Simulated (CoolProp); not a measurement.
A Linde-Hampson liquefier for ethylene: isothermal reversible compression at 320 K from 1 atm to 30 MPa, throttling to 1 atm, return gas leaving the recuperator 0 K below the feed. Each further row changes one setting.

The numbers come from the reference Helmholtz-energy equation of state, Smukala 2000 in CoolProp.

```json
[
 {"case": "as stated", "liquid yield per pass": "0.429", "compression work (kJ/kg of gas)": "444"},
 {"case": "high pressure 60 MPa", "liquid yield per pass": "0.410", "compression work (kJ/kg of gas)": "513"},
 {"case": "warm-end temperature 350 K", "liquid yield per pass": "0.357", "compression work (kJ/kg of gas)": "512"},
 {"case": "warm-end gap 5 K", "liquid yield per pass": "0.422", "compression work (kJ/kg of gas)": "444"}
]
```
